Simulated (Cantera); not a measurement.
Feed: 1 mol B2O3, 0.31 mol NH3, 120 mol H2, equilibrated at 1550 °C and 1.33 mbar.

These are equilibrium values from Cantera (NASA tables, ideal gas, pure condensed phases), not measurements of a reactor. Candidate condensed phases: B, BN, B2O3, B3O3H3, H2O; 39 gas species. The numbers say what is thermodynamically allowed, not how fast it happens.

Base state: H2 0.970, H 0.0117, HBO 0.00720, HBO2 0.00515, H2O 0.00197, BO 0.00151, N2 0.00127, B2O3 0.00104 (mole fractions); condensed: gas only.

Q: What changes in the equilibrium state with this change: B2O3 replaced by B2H6?

A: 
```json
[
 {"species": "H2", "before": "0.970", "after": "0.987"},
 {"species": "H", "before": "0.0117", "after": "0.0118"},
 {"species": "N2", "before": "0.00127", "after": "0.00125"},
 {"species": "HBO", "before": "0.00720", "after": "0"},
 {"species": "HBO2", "before": "0.00515", "after": "0"},
 {"species": "BH2", "before": "4.02e-8", "after": "0.000151"},
 {"species": "H2O", "before": "0.00197", "after": "0"},
 {"species": "BO", "before": "0.00151", "after": "0"},
 {"species": "B(s), mol", "before": "0", "after": "1.98"}
]
```
The feed counts by its element totals alone. The tables' values for BH2 are old estimates; treat these amounts as uncertain.
